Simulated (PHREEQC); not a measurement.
PHREEQC input (ion-association model, wateq4f.dat):

```
SOLUTION_SPECIES
  PO4-3 + 3H+ = H3PO4  # constants of phreeqc.dat
    -log_k 21.721
    -delta_h -10.1 kJ
PHASES
  Fix_H+
    H+ = H+
    -log_k 0
SOLUTION 1
  temp 25
  units mol/kgw
  pH 7 charge
  Cl 0.01
  Na 0.01
END
SELECTED_OUTPUT 1
  -reset false
  -pH true
  -pe true
  -ionic_strength true
  -water true
  -totals Cl Na P Pb
  -molalities H+ Cl- Na+ PO4-3 Pb+2 HPO4-2 H2PO4- NaHPO4- O2 OH-
    PbCl+ PbCl2 PbCl3- PbCl4-2 PbOH+ Pb(OH)2 Pb(OH)3- Pb2OH+3 Pb3(OH)4+2 Pb(OH)4-2
    H3PO4
  -equilibrium_phases Clpyromorphite Litharge Cotunnite Laurionite Hxypyromorphite
PRINT
  -reset false
USE solution 1
EQUILIBRIUM_PHASES 1
  Fix_H+ -2 HCl 10
    -force_equality true
  Clpyromorphite 0 0.1
  Litharge 0 0
  Cotunnite 0 0
  Laurionite 0 0
  Hxypyromorphite 0 0
  O2(g) -0.68 10
END
# ... the last block is repeated for the other 20 points of pH, with NaOH or the acid as the point needs
```

Selected output (columns that matter, 13 of 21 rows; pH added in front):

```
pH	mu	Cl	Na	P	Pb	m_H+	m_Cl-	m_Na+	m_PO4-3	m_HPO4-2	m_OH-	m_Pb(OH)4-2	Clpyromorphite
2	0.021509	0.02145	0.01	5.9764e-05	9.9607e-05	0.011277	0.021416	0.01	2.2339e-20	2.4755e-10	1.1592e-12	1.3279e-36	0.09998
3.1	0.010898	0.010887	0.01	6.0814e-06	1.0136e-05	0.00087234	0.010885	0.01	5.6449e-19	5.8939e-10	1.4055e-11	3.9452e-33	0.099998
3.65	0.010255	0.010251	0.01	2.2738e-06	3.7897e-06	0.00024533	0.01025	0.01	2.7902e-18	8.3219e-10	4.9725e-11	2.3634e-31	0.099999
4.75	0.010021	0.01002	0.01	3.3655e-07	5.6091e-07	1.9471e-05	0.01002	0.01	6.6406e-17	1.5812e-09	6.2532e-10	8.8167e-28	0.1
5.85	0.010002	0.010002	0.01	5.1564e-08	8.5939e-08	1.5466e-06	0.010002	0.01	1.5304e-15	2.8957e-09	7.8717e-09	3.3695e-24	0.1
6.4	0.010001	0.01	0.01	2.1247e-08	3.5412e-08	4.3588e-07	0.01	0.01	6.9342e-15	3.6979e-09	2.793e-08	2.1569e-22	0.1
7.5	0.01	0.01	0.01	5.7494e-09	9.5823e-09	3.4623e-08	0.01	0.01	9.772e-14	4.1394e-09	3.5161e-07	1.1077e-18	0.1
8.6	0.010004	0.01	0.010004	5.1143e-09	8.5239e-09	2.7502e-09	0.01	0.010004	1.4572e-12	4.9028e-09	4.4266e-06	5.5004e-15	0.1
9.15	0.010016	0.01	0.010016	7.6007e-09	1.2668e-08	7.7515e-10	0.01	0.010016	7.8413e-12	7.4336e-09	1.5707e-05	3.1775e-13	0.1
10.25	0.010198	0.01	0.010198	4.1999e-08	6.9998e-08	6.1612e-11	0.01	0.010198	5.4509e-10	4.0887e-08	0.00019791	6.3117e-10	0.1
11.35	0.012523	0.01	0.012521	1.0239e-06	1.7066e-06	4.9305e-12	0.01	0.012521	1.511e-07	8.5938e-07	0.0025168	5.94e-07	0.1
11.9	0.019249	0.010004	0.019213	1.2108e-05	2.018e-05	1.4131e-12	0.010004	0.019213	4.9023e-06	7.051e-06	0.0091456	1.4411e-05	0.099996
13	0.2905	0.014	0.23602	0.012	0.02	1.2764e-13	0.014	0.23596	0.011468	0.00047472	0.1469	0.019656	0.096
```

Species that the database lacks are ignored. H3PO4, which wateq4f.dat lacks, is added to it with the constant of phreeqc.dat. The database has no phosphate complexes of Pb. Later reviews don't keep the database's Pb(OH)4-2.
